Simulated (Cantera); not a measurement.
Charge: 1 mol MgO, 0.53 mol H2S, 2.1 mol O2, held at 1.00 bar.

Cantera equilibrium calculation (NASA polynomials, part measured and part estimated; ideal gas, pure solids and liquids). Candidate condensed phases: H2O, H2SO4, Mg, MgO, Mg(OH)2, MgS, MgSO4, S; 26 gas species. Mutual solubility and eutectic melting of coexisting phases are not modelled. Kinetics and transport are ignored.

Problem. Which condensed phases are stable at each of these points (T (K)): 1100, 1150, 1200, 1250, 1300, 1350, 1400, 1450?

Solution. 
```json
[
 {"T (K)": "1100", "condensed phases": "MgO(s) + MgSO4(s)", "Mg condensed (%)": "100.0"},
 {"T (K)": "1150", "condensed phases": "MgO(s) + MgSO4(s)", "Mg condensed (%)": "100.0"},
 {"T (K)": "1200", "condensed phases": "MgO(s) + MgSO4(s)", "Mg condensed (%)": "100.0"},
 {"T (K)": "1250", "condensed phases": "MgO(s) + MgSO4(s)", "Mg condensed (%)": "100.0"},
 {"T (K)": "1300", "condensed phases": "MgO(s) + MgSO4(s)", "Mg condensed (%)": "100.0"},
 {"T (K)": "1350", "condensed phases": "MgO(s)", "Mg condensed (%)": "100.0"},
 {"T (K)": "1400", "condensed phases": "MgO(s)", "Mg condensed (%)": "100.0"},
 {"T (K)": "1450", "condensed phases": "MgO(s)", "Mg condensed (%)": "100.0"}
]
```

From 1100 K to 1300 K the condensed part is MgO(s) + MgSO4(s). From 1350 K to 1450 K the condensed part is MgO(s).
